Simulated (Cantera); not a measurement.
## Titanium nitride, carbide and oxide coatings: TiCl₄ + N₂ + H₂O

Charge: 1 mol TiCl₄, 8 mol N₂, 1.3 mol H₂O, at 0.240 bar.

Equilibrium computed with Cantera from the NASA thermochemical tables; the gas is ideal and each condensed phase is pure. Candidate condensed phases: H₂O, NH₄Cl, Ti, TiCl₂, TiCl₃, TiCl₄, TiN, TiO, TiO₂, Ti₂O₃, Ti₃O₅, Ti₄O₇; 38 gas species. Mutual solubility and eutectic melting of coexisting phases are not modelled. The tables' values for TiCl₂, TiOCl are old estimates; treat these amounts as uncertain. Condensed phases not in the tables: Magnéli phases beyond Ti₄O₇, TiOCl. Kinetics and transport are ignored.

| T (K) | log p N₂ | log p HCl | log p Cl | log p TiCl₄ | log p TiCl₃ | n TiO₂(rutile) | n Ti₄O₇(l) |
|---|---|---|---|---|---|---|---|
| 1000 | -0.76 | -1.24 | -6.67 | -2.11 | -6.81 | 0.650 | 0 |
| 1100 | -0.76 | -1.24 | -5.87 | -2.11 | -5.97 | 0.650 | 0 |
| 1200 | -0.76 | -1.24 | -5.20 | -2.11 | -5.27 | 0.650 | 0 |
| 1300 | -0.76 | -1.24 | -4.63 | -2.12 | -4.68 | 0.650 | 0 |
| 1400 | -0.76 | -1.24 | -4.14 | -2.12 | -4.18 | 0.649 | 0 |
| 1500 | -0.76 | -1.25 | -3.72 | -2.12 | -3.75 | 0.649 | 0 |
| 1600 | -0.76 | -1.25 | -3.35 | -2.14 | -3.38 | 0.649 | 0 |
| 1700 | -0.76 | -1.25 | -3.03 | -2.17 | -3.06 | 0.649 | 0 |
| 1800 | -0.76 | -1.25 | -2.76 | -2.22 | -2.79 | 0.648 | 0 |
| 1900 | -0.76 | -1.25 | -2.54 | -2.31 | -2.58 | 0.645 | 0 |
| 2000 | -0.76 | -1.26 | -2.29 | -2.44 | -2.48 | 0.522 | 0.0338 |
| 2100 | -0.77 | -1.26 | -1.97 | -2.62 | -2.55 | 0 | 0.181 |
| 2200 | -0.78 | -1.27 | -1.92 | -2.85 | -2.44 | 0 | 0.180 |
log p: log10 of the partial pressure in bar; n: condensed amount in mol.

From 1000 K to 1900 K the condensed part is TiO₂(rutile). At 2000 K the condensed part is TiO₂(rutile) + Ti₄O₇(l). From 2100 K to 2200 K the condensed part is Ti₄O₇(l). The main Ti-bearing gas is TiCl₄ at 1000 K and TiCl₃ at 2200 K. The share of Ti in condensed phases is highest at 2100 K (72.6 %) and lowest at 1900 K (64.5 %).
